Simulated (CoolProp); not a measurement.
Propylene at 298.15 K and 0.89 MPa is compressed adiabatically to 5.63 MPa with isentropic efficiency 0.7. Each further row changes one setting.

Computed with CoolProp (reference Helmholtz-energy equation of state, Lemmon 2013).

| case | work (kJ/kg) | final temperature (K) | final density (kg/m³) |
|---|---|---|---|
| as stated | (withheld) | (withheld) | (withheld) |
| efficiency 1 | (withheld) | (withheld) | 116 |
| efficiency 0.65 | 144 | (withheld) | 99.2 |

Problem. Some entries are withheld; supply them.

Solution. 
- as stated, work (kJ/kg): 134
- as stated, final temperature (K): 415.2
- as stated, final density (kg/m³): 102
- efficiency 1, work (kJ/kg): 93.5
- efficiency 1, final temperature (K): 402.2
- efficiency 0.65, final temperature (K): 418.7
